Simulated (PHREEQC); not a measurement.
**Leach liquor**

Make-up at 27 °C: 0.0076 mol/kgw HCl, 3.5e-05 mol/kgw FeSO4 and 0.00077 mol/kgw Na2SO4. Closed to the air; pH follows from the charge balance.

Computed with PHREEQC (ion-association model, wateq4f.dat).

Each row changes one thing in this solution. No solid was allowed to form.

| case | pH | SO4-2 (mol/kgw) | HSO4- (mol/kgw) | Fe+2 (mol/kgw) | NaSO4- (mol/kgw) | FeSO4 (mol/kgw) | SI of Melanterite (FeSO4:7H2O) | SI of Halite (NaCl) |
|---|---|---|---|---|---|---|---|---|
| as made | 2.17 | 0.000531 | 0.000269 | 3.32e-5 | 2.78e-6 | 1.48e-6 | -5.91 | -6.61 |
| diluted 100-fold with water | 4.12 | 7.99e-6 | 5.89e-8 | 3.49e-7 | 5.96e-10 | 4.69e-10 | -9.41 | -10.53 |
| 0.00068 mol/kgw CsOH added | 2.21 | 0.000548 | 0.000252 | 3.32e-5 | 2.87e-6 | 1.53e-6 | -5.90 | -6.61 |
| HCl from 0.0076 to 0.00684 mol/kgw | 2.22 | 0.000548 | 0.000253 | 3.31e-5 | 2.91e-6 | 1.57e-6 | -5.88 | -6.65 |
| 0.013 mol/kgw AlCl3 added | 2.20 | 0.000156 | 4.96e-5 | 3.39e-5 | 4.74e-7 | 1.57e-7 | -6.88 | -5.94 |
| Na2SO4 from 0.00077 to 7.7e-05 mol/kgw | 2.16 | 7.27e-5 | 3.91e-5 | 3.45e-5 | 3.93e-8 | 2.24e-7 | -6.73 | -7.60 |

Species that the database lacks are ignored.
